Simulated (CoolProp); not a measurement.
Model: reference Helmholtz-energy equation of state, McLinden 2020, in CoolProp.

### Question
For R1336mzz(Z), give the phase and the density (kg/m³), Joule-Thomson coefficient (K/MPa) at -38.95 °C and 3.02 MPa; 3.95 °C and 3.02 MPa; 75.35 °C and 3.02 MPa.

### Answer
- -38.95 °C and 3.02 MPa: liquid; density 1530, Joule-Thomson coefficient -0.394
- 3.95 °C and 3.02 MPa: liquid; density 1430, Joule-Thomson coefficient -0.319
- 75.35 °C and 3.02 MPa: liquid; density 1240, Joule-Thomson coefficient -0.104
